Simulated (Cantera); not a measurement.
An isothermal, constant-pressure homogeneous reactor starts with H2 : O2 : N2 = 1.4 : 1 : 2.2 (molar parts), equivalence ratio 0.70, at 1025 K and 405 Torr.

Detailed kinetics in Cantera: GRI-Mech 3.0 (53 species, 325 reactions). The temperature is held fixed by assumption; the heat of reaction is taken as removed at once.

x: mole fraction; the columns are a selection and need not sum to one.

| t (s) | x H2 | x O2 | x H2O2 | x NO | x H2O | x H |
|---|---|---|---|---|---|---|
| 0.000500 | 0.0236 | 0.0877 | 1.24e-5 | … | 0.331 | 0.000233 |
| 0.00126 | 0.0180 | 0.0851 | 4.46e-5 | … | 0.338 | 7.88e-6 |
| 0.00316 | 0.0171 | 0.0847 | 8.06e-5 | 5.24e-7 | 0.339 | 3.04e-6 |
| 0.00793 | 0.0150 | 0.0837 | 0.000103 | 5.41e-7 | 0.341 | 3.32e-6 |
| 0.0199 | 0.0105 | 0.0817 | 8.81e-5 | 4.99e-7 | 0.346 | 2.22e-6 |
| 0.0501 | 0.00513 | 0.0792 | 4.73e-5 | … | 0.353 | 8.87e-7 |
| 0.126 | 0.00152 | 0.0776 | 1.16e-5 | … | 0.357 | 1.70e-7 |
| 0.316 | 0.000349 | 0.0771 | 1.25e-6 | … | 0.359 | 1.69e-8 |
| 0.795 | 8.52e-5 | 0.0770 | 1.14e-7 | … | 0.359 | 1.70e-9 |
| 2.00 | 1.90e-5 | 0.0769 | 1.01e-8 | … | 0.359 | 2.03e-10 |
| 5.02 | 2.29e-6 | 0.0769 | 5.88e-10 | … | 0.359 | 1.90e-11 |
| 12.6 | 2.81e-8 | 0.0769 | 5.36e-11 | … | 0.359 | <1e-12 |
| 31.7 | 5.23e-10 | 0.0769 | 1.47e-10 | 7.68e-7 | 0.359 | <1e-12 |
| 79.6 | 3.20e-10 | 0.0769 | 2.84e-10 | 7.88e-7 | 0.359 | <1e-12 |
| 200 | 3.20e-10 | 0.0769 | 2.83e-10 | 7.88e-7 | 0.359 | <1e-12 |

### Question
Fill in the missing entries.

### Answer

- 0.000500, x NO: 7.85e-7
- 0.00126, x NO: 6.70e-7
- 0.0501, x NO: 3.97e-7
- 0.126, x NO: 2.39e-7
- 0.316, x NO: 1.05e-7
- 0.795, x NO: 5.11e-8
- 2.00, x NO: 4.38e-8
- 5.02, x NO: 1.01e-7
- 12.6, x NO: 4.33e-7
